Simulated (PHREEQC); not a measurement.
Dissolve 0.0083 mol/kgw CuSO4, 0.0014 mol/kgw HNO3 and 0.00055 mol/kgw FeCl3 at 33 °C. Closed to the air; pH follows from the charge balance.

All values are PHREEQC results (ion-association model, phreeqc.dat), not measurements.

Precipitation was switched off in this run.

Question: Predict the pH, ionic strength.

Answer: pH 2.98; ionic strength 0.0259 mol/kgw.

Question: In which forms is S present?

Answer: SO4-2 65 %, CuSO4 26 %, HSO4- 5.0 %, FeSO4+ 4.0 %, Fe(SO4)2- 0.5 % of the S.

Saturation is exceeded, for instance for Hematite (slow to form), Goethite (slow to form); the values hold only as long as no solid forms.
